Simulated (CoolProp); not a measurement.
Computed with CoolProp (reference Helmholtz-energy equation of state, Lemmon 2022).

Q: Give the vapour pressure (MPa), enthalpy of vaporisation (kJ/kg), liquid cp (kJ/(kg K)), vapour Z of saturated R1234yf at -56.55, -36.75, -30.15 °C.

A: 
| T (°C) | p (MPa) | enthalpy of vaporisation (kJ/kg) | liquid cp (kJ/(kg K)) | vapour Z |
|---|---|---|---|---|
| -56.55 | 0.0258 | 195 | 1.16 | 0.983 |
| -36.75 | 0.0727 | 185 | 1.20 | 0.964 |
| -30.15 | 0.0983 | 181 | 1.22 | 0.955 |
